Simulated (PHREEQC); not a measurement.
0.26 g of hydrous ferric oxide (600 m²/g; 0.2 weak and 0.005 strong sites per Fe, Dzombak-Morel constants, diffuse double layer) in 1 kg of water with 0.05 mol/kgw of an inert sodium salt and 7.2e-05 mol BaCl2, at 25 °C; the pH is set by adding NaOH or the inert anion's acid. O2 is buffered at 0.21 atm. No CO2 enters from the air. Precipitation was switched off in this run.

All values are PHREEQC results (ion-association model, wateq4f.dat), not measurements.

Question: Predict surface charge σ (C/m²), surface potential ψ (mV) at pH = 4.5, 5, 6, 10.

Answer: 
```tsv
pH	surface charge σ (C/m²)	surface potential ψ (mV)
4.5	0.239	149
5	0.181	135
6	0.089	99
10	-0.060	-80
```
